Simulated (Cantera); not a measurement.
## Counterflow diffusion flame

A counterflow diffusion flame at 0.910 bar, nozzles 20 mm apart: fuel side CH4 = 1 (molar parts) at 550 K, oxidiser side O2 : N2 = 0.21 : 0.79 (molar parts) at 700 K, fuel mass flux 0.84 times the oxidiser's; mixture-averaged transport, no radiation.

Computed with Cantera and GRI-Mech 3.0 (53 species, 325 reactions). GRI-Mech 3.0 has no aromatics or soot, which form on the fuel side of real flames. The maximum strain rate includes the flame's own expansion and is several times the mean.

```json
[
 {"oxidiser flux (kg/m²/s)": "0.23", "max strain (1/s)": "230", "mean strain (1/s)": "55.8", "T max (K)": "2203", "peak x OH": "0.0102", "peak x H": "0.00556", "peak x NO": "0.000360", "peak x CO": "0.0646", "peak x C2H2": "0.0173"},
 {"oxidiser flux (kg/m²/s)": "0.35", "max strain (1/s)": "336", "mean strain (1/s)": "84.8", "T max (K)": "2184", "peak x OH": "0.0101", "peak x H": "0.00586", "peak x NO": "0.000324", "peak x CO": "0.0630", "peak x C2H2": "0.0161"},
 {"oxidiser flux (kg/m²/s)": "0.55", "max strain (1/s)": "507", "mean strain (1/s)": "133", "T max (K)": "2166", "peak x OH": "0.0100", "peak x H": "0.00619", "peak x NO": "0.000283", "peak x CO": "0.0618", "peak x C2H2": "0.0150"},
 {"oxidiser flux (kg/m²/s)": "0.86", "max strain (1/s)": "765", "mean strain (1/s)": "208", "T max (K)": "2147", "peak x OH": "0.00982", "peak x H": "0.00647", "peak x NO": "0.000238", "peak x CO": "0.0610", "peak x C2H2": "0.0138"},
 {"oxidiser flux (kg/m²/s)": "1.3", "max strain (1/s)": "1120", "mean strain (1/s)": "315", "T max (K)": "2124", "peak x OH": "0.00947", "peak x H": "0.00663", "peak x NO": "0.000190", "peak x CO": "0.0604", "peak x C2H2": "0.0125"},
 {"oxidiser flux (kg/m²/s)": "2.1", "max strain (1/s)": "1750", "mean strain (1/s)": "509", "T max (K)": "2088", "peak x OH": "0.00878", "peak x H": "0.00659", "peak x NO": "0.000131", "peak x CO": "0.0602", "peak x C2H2": "0.0106"},
 {"oxidiser flux (kg/m²/s)": "3.2", "max strain (1/s)": "2590", "mean strain (1/s)": "776", "T max (K)": "2044", "peak x OH": "0.00783", "peak x H": "0.00620", "peak x NO": "7.90e-5", "peak x CO": "0.0603", "peak x C2H2": "0.00826"},
 {"oxidiser flux (kg/m²/s)": "5", "max strain (1/s)": "3910", "mean strain (1/s)": "1210", "T max (K)": "1953", "peak x OH": "0.00584", "peak x H": "0.00478", "peak x NO": "2.65e-5", "peak x CO": "0.0596", "peak x C2H2": "0.00449"}
]
```
x: mole fraction; the columns are a selection and need not sum to one.
